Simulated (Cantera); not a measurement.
A perfectly stirred reactor is fed with 0.306 % CO, 7.86 % O2, 0.146 % H2O, 91.7 % N2, equivalence ratio 0.019, at 780000 Pa; it is held at 925 K, and followed from long to short residence time.

Cantera simulation using GRI-Mech 3.0 (53 species, 325 reactions); the numbers are that mechanism's predictions, not measurements.

Problem. Predict: x(CO) at τ = 3.50 s; x(O2) at τ = 3.50 s; x(H2O) at τ = 3.50 s; x(H2) at τ = 3.50 s; x(CO) at τ = 97.0 ms; x(O2) at τ = 97.0 ms; x(H2O) at τ = 97.0 ms.

Solution. 
```
Property                 Value
---------------------  -------
x(CO) at τ = 3.50 s    0.00290
x(O2) at τ = 3.50 s     0.0785
x(H2O) at τ = 3.50 s   0.00146
x(H2) at τ = 3.50 s    9.75e-9
x(CO) at τ = 97.0 ms   0.00306
x(O2) at τ = 97.0 ms    0.0786
x(H2O) at τ = 97.0 ms  0.00146
```
